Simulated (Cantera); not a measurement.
An adiabatic, constant-volume homogeneous reactor starts with C3H8 : O2 : N2 = 1 : 3.57 : 13.4 (molar parts), equivalence ratio 1.4, at 1448 K and 0.670 bar.

Detailed kinetics in Cantera: GRI-Mech 3.0 (53 species, 325 reactions). GRI-Mech 3.0 was tuned for natural gas; its chemistry of propane as a main component is partial and can be far from experiment.

x: mole fraction; the columns are a selection and need not sum to one.

```csv
t (s),T (K),P (bar),x C3H8,x O2,x HO2,x CH3,x H2
4.00e-6,1446,0.669,0.0554,0.199,4.80e-5,0.000258,5.35e-5
9.37e-6,1443,0.668,0.0548,0.198,0.000113,0.000669,0.000197
2.20e-5,1439,0.668,0.0529,0.197,0.000106,0.00145,0.000716
5.14e-5,1439,0.672,0.0478,0.194,0.000106,0.00188,0.00235
0.000120,1476,0.704,…,0.181,…,…,…
0.000282,2931,1.59,<1e-12,0.00594,3.17e-6,1.03e-12,0.0474
0.000661,2936,1.59,<1e-12,0.00520,2.90e-6,1.22e-12,0.0481
0.00155,2932,1.59,<1e-12,0.00500,2.80e-6,1.24e-12,0.0485
0.00363,2932,1.59,<1e-12,0.00499,2.79e-6,1.24e-12,0.0485
0.00850,2932,1.59,<1e-12,0.00499,2.79e-6,1.24e-12,0.0485
0.0199,2932,1.59,<1e-12,0.00499,2.79e-6,1.24e-12,0.0485
0.0467,2932,1.59,<1e-12,0.00499,2.79e-6,1.24e-12,0.0485
0.109,2932,1.59,<1e-12,0.00499,2.79e-6,1.24e-12,0.0485
0.256,2932,1.59,<1e-12,0.00499,2.79e-6,1.24e-12,0.0485
0.600,2932,1.59,<1e-12,0.00499,2.79e-6,1.24e-12,0.0485
```

Fill in the missing entries.


- 0.000120, x C3H8: 0.0299
- 0.000120, x HO2: 0.000332
- 0.000120, x CH3: 0.00226
- 0.000120, x H2: 0.00980
